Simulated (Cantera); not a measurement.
A perfectly stirred reactor is fed with 7.63 % CH4, 2.14 % C2H6, 18.9 % O2, 71.3 % N2, at 0.260 bar; it is adiabatic with a 700 K inlet, and is followed from long to short residence time, starting on the burning branch (τ in s: 0.32, 0.076, 0.018, 0.0043, 0.001, 0.00024, 5.6e-05, 1.3e-05, 3.2e-06).

Computed with Cantera and GRI-Mech 3.0 (53 species, 325 reactions).

### Question
Predict: blow-out, bracketed by the residence times tried; x(CH4) at τ = 0.320 s; x(C2H6) at τ = 0.320 s; x(O2) at τ = 0.320 s; x(HCN) at τ = 0.320 s; x(H2O2) at τ = 0.320 s; x(CH4) at τ = 1.00 ms; x(C2H6) at τ = 1.00 ms; x(O2) at τ = 1.00 ms; x(HCN) at τ = 1.00 ms; x(H2O2) at τ = 1.00 ms.

### Answer
```json
{
 "blow_out_bracketed_by_the_residence_times_tried": "burning at 0.240 ms, out at 56.0 µs",
 "x(CH4) at τ = 0.320 s": "1.40e-6",
 "x(C2H6) at τ = 0.320 s": "3.66e-8",
 "x(O2) at τ = 0.320 s": "0.00196",
 "x(HCN) at τ = 0.320 s": "5.28e-7",
 "x(H2O2) at τ = 0.320 s": "2.00e-8",
 "x(CH4) at τ = 1.00 ms": "0.000158",
 "x(C2H6) at τ = 1.00 ms": "1.01e-5",
 "x(O2) at τ = 1.00 ms": "0.00999",
 "x(HCN) at τ = 1.00 ms": "5.17e-6",
 "x(H2O2) at τ = 1.00 ms": "5.19e-8"
}
```
